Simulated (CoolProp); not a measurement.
Vapour pressure (bar) of oxygen: the reference equation beside estimates from Tc = 154.6 K, pc = 50.46 bar, ω = 0.022.

The numbers come from the reference Helmholtz-energy equation of state, Schmidt 1985 in CoolProp.

| T (K) | reference | Lee-Kesler | van der Waals | Redlich-Kwong | Peng-Robinson |
|---|---|---|---|---|---|
| 123.1 | 12.18 | 12.19 | 18.93 | 12.00 | 12.24 |
| 125.8 | 14.10 | 14.10 | 20.92 | 13.99 | 14.17 |
| 128.4 | 16.14 | 16.13 | 22.95 | 16.10 | 16.22 |
| 131 | 18.38 | 18.37 | 25.11 | 18.43 | 18.48 |
| 133.7 | 20.93 | 20.91 | 27.47 | 21.07 | 21.06 |
| 136.3 | 23.63 | 23.60 | 29.88 | 23.85 | 23.78 |
| 138.9 | 26.56 | 26.52 | 32.41 | 26.85 | 26.74 |
| 141.6 | 29.88 | 29.84 | 35.17 | 30.24 | 30.08 |
| 144.2 | 33.35 | 33.31 | 37.97 | 33.75 | 33.57 |
| 146.8 | 37.12 | 37.09 | 40.89 | 37.52 | 37.34 |
| 149.4 | 41.20 | 41.19 | 43.95 | 41.56 | 41.40 |
| 152.1 | 45.80 | 45.81 | 47.26 | 46.04 | 45.95 |

Absolute difference from the reference over all 12 rows, mean and median: Lee-Kesler 0.1 and 0.1 %, van der Waals 26.2 and 24.2 %, Redlich-Kwong 0.9 and 0.9 %, Peng-Robinson 0.6 and 0.6 %.
